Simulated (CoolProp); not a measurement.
Vapour pressure (MPa) of sulfur hexafluoride: the reference equation beside estimates from Tc = 318.7 K, pc = 3.755 MPa, ω = 0.210. Clausius-Clapeyron is anchored at 249.6 K with a constant enthalpy of vaporisation of 14.38 kJ/mol.

Values from CoolProp's reference Helmholtz-energy equation of state, Guder 2009.

| T (K) | reference | Clausius-Clapeyron | Soave-Redlich-Kwong | Peng-Robinson |
|---|---|---|---|---|
| 241.3 | 0.4611 | 0.4836 | 0.4703 | 0.4658 |
| 245.4 | 0.5325 | 0.5451 | 0.5432 | 0.5374 |
| 249.6 | 0.6138 | 0.6138 | 0.6263 | 0.6191 |
| 253.7 | 0.7017 | 0.6865 | 0.7161 | 0.7076 |
| 257.8 | 0.7987 | 0.7651 | 0.8152 | 0.8051 |
| 261.9 | 0.9053 | 0.8498 | 0.9240 | 0.9124 |
| 266 | 1.022 | 0.9408 | 1.043 | 1.030 |
| 270.2 | 1.153 | 1.041 | 1.176 | 1.162 |
| 274.3 | 1.292 | 1.145 | 1.318 | 1.302 |
| 278.4 | 1.443 | 1.257 | 1.472 | 1.455 |
| 282.5 | 1.607 | 1.375 | 1.639 | 1.620 |
| 286.7 | 1.789 | 1.504 | 1.823 | 1.804 |
| 290.8 | 1.981 | 1.638 | 2.017 | 1.997 |

Absolute difference from the reference over all 13 rows, mean and median: Clausius-Clapeyron 8.4 and 7.9 %, Soave-Redlich-Kwong 2.0 and 2.0 %, Peng-Robinson 0.8 and 0.8 %.
